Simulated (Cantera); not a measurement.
Source: NASA polynomial tables (part measured, part estimated), evaluated in Cantera. Values are per mole of reaction as written; species without (g) are pure solids or liquids, kept so even where they would boil at 1 bar. VN: taken at fixed stoichiometry.

4 V + 2 N2O(g) ⇌ 4 VN + O2(g)

```
T (K)  ΔH° (kJ)  ΔS° (J/K)  ΔG° (kJ)  log10 K
-----  --------  ---------  --------  -------
300     -1031.8     -201.5    -971.4   169.12
1298          ?          ?         ?        ?
1348    -1013.9     -177.5    -774.5    30.01
1398    -1013.0     -176.9    -765.7    28.61
1448    -1012.2     -176.3    -756.9    27.30
1498          ?          ?         ?        ?
1548          ?          ?         ?        ?
```

Question: Some entries are withheld; supply them.

Answer: 
- 1298, ΔH° (kJ): -1014.7
- 1298, ΔS° (J/K): -178.2
- 1298, ΔG° (kJ): -783.4
- 1298, log10 K: 31.53
- 1498, ΔH° (kJ): -1011.4
- 1498, ΔS° (J/K): -175.8
- 1498, ΔG° (kJ): -748.0
- 1498, log10 K: 26.08
- 1548, ΔH° (kJ): -1010.6
- 1548, ΔS° (J/K): -175.3
- 1548, ΔG° (kJ): -739.3
- 1548, log10 K: 24.95
